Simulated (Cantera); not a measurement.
Source: NASA polynomial tables (part measured, part estimated), evaluated in Cantera. Values are per mole of reaction as written; species without (g) are pure solids or liquids, kept so even where they would boil at 1 bar.

**Question.** Between 1200 and 2600 K, where is each reaction favourable under standard conditions?
- 3 Li2O + 6 Cl(g) ⇌ O3(g) + 6 LiCl(g)

**Answer.** 
- 3 Li2O + 6 Cl(g) ⇌ O3(g) + 6 LiCl(g): ΔG° is -397 kJ at 1200 K and -647 kJ at 2600 K; it stays negative (K > 1). ΔH° is -406 kJ and ΔS° 93 J/K at 2600 K.
